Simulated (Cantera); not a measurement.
# Catalytic stagnation flow on Pt

A jet of 4.11 % CH4, 12.6 % O2, 83.2 % N2, equivalence ratio 0.65 at 300 K and 113 Torr hits a platinum plate 3.5 cm away at a mass flux of 0.061 kg/m²/s; the plate temperature is set and raised in steps from an oxygen-covered start.

Model: Deutschmann's 1995 Pt surface mechanism with GRI-Mech 3.0 gas chemistry, integrated in Cantera. Catalytic surfaces can have several steady states; this one follows from the mechanism file's or the stated starting coverage.

```tsv
plate T (K)	wall x CH4	wall x O2	wall x H2O	wall x OH	wall x CO	wall x CO2	θ free Pt	θ O*	θ OH*
850	0.0334	0.110	0.0146	<1e-8	8.43e-6	0.00947	0.123	0.876	0.00128
900	0.0260	0.0943	0.0283	2.83e-8	9.51e-6	0.0185	0.185	0.813	0.00168
950	0.0188	0.0788	0.0417	8.84e-8	9.62e-6	0.0273	0.257	0.741	0.00187
1000	0.0133	0.0674	0.0517	2.41e-7	9.37e-6	0.0340	0.332	0.666	0.00187
1050	0.00974	0.0598	0.0582	5.78e-7	9.21e-6	0.0383	0.406	0.592	0.00175
1100	0.00742	0.0550	0.0623	1.25e-6	9.31e-6	0.0411	0.477	0.521	0.00158
1150	0.00588	0.0519	0.0650	2.50e-6	9.72e-6	0.0429	0.544	0.454	0.00140
1200	0.00483	0.0498	0.0667	4.66e-6	1.05e-5	0.0440	0.606	0.392	0.00122
```
x: mole fraction at the wall; θ: surface coverage.
